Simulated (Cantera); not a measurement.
Feed: 1 mol Si, 1.4 mol HCl, 11 mol H₂, held at 1023.15 K and 158 Torr.

Cantera equilibrium calculation (NASA polynomials, part measured and part estimated; ideal gas, pure solids and liquids). Candidate condensed phases: Si; 19 gas species. The tables' values for SiCl₃ are old estimates; treat these amounts as uncertain. Equilibrium is a limit: real reactors are often held back by kinetics, nucleation or transport.

Base state: H₂ 0.958, SiCl₄ 0.0171, HCl 0.0136, SiHCl₃ 0.0102, SiH₂Cl₂ 0.000671, SiCl₃ 0.000528, SiCl₂ 0.000344, SiH₃Cl 1.14e-5 (mole fractions); condensed: Si(s).

Q: What changes in the equilibrium state with this change: Si replaced by SiCl₄?

A: 
```tsv
species	before	after
H₂	0.958	0.816
HCl	0.0136	0.109
SiCl₄	0.0171	0.0699
SiHCl₃	0.0102	0.00442
SiH₃Cl	1.14e-5	5.60e-8
SiH₂Cl₂	0.000671	3.10e-5
SiCl₂	0.000344	1.87e-5
Si(s), mol	0.653	0
```

Q: What changes in the equilibrium state with this change: temperature from 1023.15 K to 1248 K?

A: 
```tsv
species	before	after
H₂	0.958	0.930
HCl	0.0136	0.0482
SiCl₄	0.0171	0.00748
SiHCl₃	0.0102	0.00508
SiCl₂	0.000344	0.00627
SiCl₃	0.000528	0.00255
SiH₂Cl₂	0.000671	0.000469
SiH₃Cl	1.14e-5	1.20e-5
Si(s), mol	0.653	0.733
```
